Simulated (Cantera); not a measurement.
An isothermal, constant-pressure homogeneous reactor starts with CH4 : N2 = 1 : 54 (molar parts), at 1200 K and 100.0 Torr. Integrator tolerance rtol = 1e-08.

Cantera simulation using GRI-Mech 3.0 (53 species, 325 reactions); the numbers are that mechanism's predictions, not measurements. GRI-Mech 3.0 stops at C3 and has no aromatics, soot or wall deposition, so with more carbon than oxygen in the feed, carbon stays in small species such as C2H2 where larger ones or solid carbon would form.

Question: What does this change do: temperature 1200 to 1850 K?

Answer: 
```json
[
 {"quantity": "x(CH4) at 100 s", "before": "0.0181 (gas-phase equilibrium 0.00102)", "after": "7.08e-7 (gas-phase equilibrium 6.19e-7)"},
 {"quantity": "x(C2H) at 100 s", "before": "<1e-12 (gas-phase equilibrium <1e-12)", "after": "8.67e-7 (gas-phase equilibrium 6.88e-8)"},
 {"quantity": "x(C2H6) at 100 s", "before": "1.01e-5 (gas-phase equilibrium 3.18e-8)", "after": "<1e-12 (gas-phase equilibrium <1e-12)"},
 {"quantity": "x(HCN) at 100 s", "before": "<1e-12 (gas-phase equilibrium 0.0137)", "after": "0.000115 (gas-phase equilibrium 0.0164)"},
 {"quantity": "x(CH3) at 100 s", "before": "1.23e-6 (gas-phase equilibrium 6.66e-8)", "after": "1.29e-7 (gas-phase equilibrium 1.13e-7)"},
 {"quantity": "x(CH2) at 100 s", "before": "2.20e-12 (gas-phase equilibrium <1e-12)", "after": "1.37e-9 (gas-phase equilibrium 1.20e-9)"}
]
```

Question: What does this change do: temperature 1200 to 1298 K?

Answer: 
```csv
quantity,before,after
x(CH4) at 100 s,0.0181 (gas-phase equilibrium 0.00102),0.0152 (gas-phase equilibrium 0.000227)
x(C2H) at 100 s,<1e-12 (gas-phase equilibrium <1e-12),9.73e-12 (gas-phase equilibrium 1.13e-11)
x(C2H6) at 100 s,1.01e-5 (gas-phase equilibrium 3.18e-8),7.84e-6 (gas-phase equilibrium 2.62e-9)
x(HCN) at 100 s,<1e-12 (gas-phase equilibrium 0.0137),6.48e-11 (gas-phase equilibrium 0.0148)
x(CH3) at 100 s,1.23e-6 (gas-phase equilibrium 6.66e-8),4.69e-6 (gas-phase equilibrium 8.08e-8)
x(CH2) at 100 s,2.20e-12 (gas-phase equilibrium <1e-12),4.43e-11 (gas-phase equilibrium <1e-12)
```
